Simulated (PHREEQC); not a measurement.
PHREEQC input (ion-association model, phreeqc.dat):

```
SOLUTION 0
  temp 25
  units mmol/kgw
  pH 7 charge
  Cl 38.91
  Li 8.9
  Mg 15
  O(0) 1 O2(g) -0.68
SOLUTION 1-40
  temp 25
  units mmol/kgw
  pH 7 charge
  Cl 112.01
  Sr 56
  O(0) 1 O2(g) -0.68
END
EXCHANGE 1-40
  X 0.013
  -equilibrate 1
END
SELECTED_OUTPUT 1
  -reset false
  -pH true
  -pe true
  -ionic_strength true
  -water true
  -step true
  -totals Cl Li Mg Sr
  -molalities MgX2 SrX2 LiX
PRINT
  -reset false
TRANSPORT
  -cells 40
  -shifts 120
  -lengths 0.0125
  -time_step 300
  -dispersivities 0.04
  -boundary_conditions flux flux
  -correct_disp true
  -punch_cells 40
  -punch_frequency 4
END
```

Selected output (columns that matter, 13 of 31 rows; pore volumes added in front):

```
pore volumes	pH	mu	Cl	Li	Mg	Sr	m_MgX2	m_SrX2	m_LiX
0	5.0944	0.16801	0.11201	0	0	0.056	0	0.0065	0
0.2125	5.0944	0.16801	0.11201	5.8294e-08	5.2075e-08	0.056	2.9604e-09	0.0065	9.3428e-10
0.5125	5.0936	0.16155	0.10786	0.00045808	0.0005615	0.053134	3.345e-05	0.0064628	7.5154e-06
0.8125	5.0884	0.12675	0.085512	0.0030202	0.0037776	0.037463	0.00030455	0.0061666	5.7642e-05
1.0125	5.0835	0.10108	0.069045	0.0049563	0.0061385	0.025901	0.00067031	0.0057746	0.00011009
1.2125	5.0789	0.081967	0.056792	0.0064326	0.0079285	0.017246	0.0011793	0.0052374	0.00016676
1.5125	5.0742	0.065615	0.046331	0.0077528	0.0097555	0.0095286	0.0021302	0.0042481	0.00024352
1.8125	5.0717	0.058491	0.041791	0.0083806	0.011106	0.005594	0.0031308	0.0032197	0.00029909
2.0125	5.0709	0.056313	0.04041	0.008594	0.01187	0.0040327	0.0037422	0.0025957	0.00032435
2.2125	5.0705	0.05516	0.039683	0.0087187	0.012534	0.0029433	0.0042777	0.0020511	0.00034238
2.5125	5.0702	0.054375	0.039192	0.0088156	0.013331	0.0018517	0.0049236	0.0013963	0.00036012
2.8125	5.0701	0.054083	0.039012	0.0088593	0.013907	0.001164	0.005393	0.00092163	0.00037084
3.0125	5.07	0.054	0.038961	0.0088744	0.014187	0.00085112	0.0056234	0.0006888	0.00037556
```

Species that the database lacks are ignored.
